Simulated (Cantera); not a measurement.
## Silicon oxide and oxynitride deposition: SiF4 + N2O + N2 + NO

Feed: 1 mol SiF4, 7.5 mol N2O, 2.4 mol N2, 29 mol NO, at 7.50 Torr.

These are equilibrium values from Cantera (NASA tables, ideal gas, pure condensed phases), not measurements of a reactor. Candidate condensed phases: Si, SiO2, Si2N2O, Si3N4; 28 gas species. The tables' values for SiF3, SiO2 are old estimates; treat these amounts as uncertain. The tables hold silica as quartz up to 1696 K and as liquid above; real silica turns to tridymite and cristobalite and melts near 1996 K. Equilibrium is a limit: real reactors are often held back by kinetics, nucleation or transport.

From 1500 K to 1600 K nothing is condensed. At 1650 K the condensed part is SiO2(β-quartz). From 1700 K to 1950 K the condensed part is SiO2(condensed). At 2000 K the condensed part is SiO2(l). The main Si-bearing gas is SiF4 throughout.

```csv
T (K),x N2,x O2,x SiF4,x NO,x O,x F,n SiO2(β-quartz),n SiO2(condensed),n SiO2(l)
1500,0.558,0.417,0.0229,0.00145,2.62e-5,2.24e-6,0,0,0
1550,0.558,0.417,0.0229,0.00184,5.06e-5,4.41e-6,0,0,0
1600,0.558,0.417,0.0229,0.00229,9.36e-5,8.33e-6,0,0,0
1650,0.558,0.417,0.0229,0.00282,0.000167,1.51e-5,0.000143,0,0
1700,0.557,0.416,0.0229,0.00343,0.000288,2.66e-5,0,0.000242,0
1750,0.557,0.416,0.0229,0.00413,0.000482,4.54e-5,0,0.000395,0
1800,0.556,0.415,0.0229,0.00491,0.000784,7.54e-5,0,0.000614,0
1850,0.556,0.414,0.0228,0.00578,0.00124,0.000122,0,0.000901,0
1900,0.555,0.413,0.0228,0.00675,0.00192,0.000192,0,0.00120,0
1950,0.554,0.412,0.0227,0.00781,0.00290,0.000295,0,0.00131,0
2000,0.553,0.410,0.0226,0.00897,0.00429,0.000444,0,0,0.000583
```
x: gas mole fraction; n: condensed amount in mol.
